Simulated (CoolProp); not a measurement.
A closed Brayton cycle with carbon dioxide: compressor inlet 332.15 K and 8.4 MPa, high pressure 29.2 MPa, turbine inlet 700 K, compressor efficiency 0.85, turbine efficiency 0.85, recuperator effectiveness 0.8 (on enthalpy, no pinch check). Each further row changes one setting.

The numbers come from the reference Helmholtz-energy equation of state, Span 1996 in CoolProp.

| case | thermal efficiency (%) | net work (kJ/kg) | compressor to turbine work | compressor exit (K) | turbine exit (K) |
|---|---|---|---|---|---|
| as stated | 21.7 | 50.4 | 0.59 | 442.5 | 571.6 |
| turbine inlet 650 K | 18.5 | 38.9 | 0.65 | 442.5 | 526.0 |
| compressor inlet 342.15 K | 19.5 | 43.2 | 0.65 | 458.9 | 571.6 |
| high pressure 24.8 MPa | 21.8 | 48.0 | 0.56 | 427.5 | 588.0 |
| recuperator effectiveness 0.5 | 18.2 | 50.4 | 0.59 | 442.5 | 571.6 |
